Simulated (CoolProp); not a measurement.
Computed with CoolProp (reference Helmholtz-energy equation of state, Polt 1992). This equation is an older, rougher fit.

**Question.** For cyclopropane, give the phase and the cp (kJ/(kg K)) at 421.2 K and 0.0202 MPa; 421.2 K and 0.0459 MPa; 421.2 K and 0.104 MPa.

**Answer.** 
- 421.2 K and 0.0202 MPa: gas; cp 1.92
- 421.2 K and 0.0459 MPa: gas; cp 1.92
- 421.2 K and 0.104 MPa: gas; cp 1.93
